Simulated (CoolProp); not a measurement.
The fluid at 293.15 K and 0.251 MPa (gas) is heated at constant pressure to 418.1 K. The same conditions are run with several fluids, on thermodynamics alone (safety and materials aside).

Model: reference Helmholtz-energy equation of state of each fluid (CF4 (R14): Platzer 1990; C2F6 (R116): Lemmon 2006; nitrogen: Span 2000), in CoolProp. The equations of Platzer and Polt are older, rougher fits.

Question: Rank CF4 (R14), C2F6 (R116), nitrogen by heat (kJ/kg), highest first.

Answer: nitrogen (131), C2F6 (R116) (107), CF4 (R14) (96.7)

```csv
fluid,final density (kg/m³)
CF4 (R14),6.37
C2F6 (R116),10.0
nitrogen,2.02
```
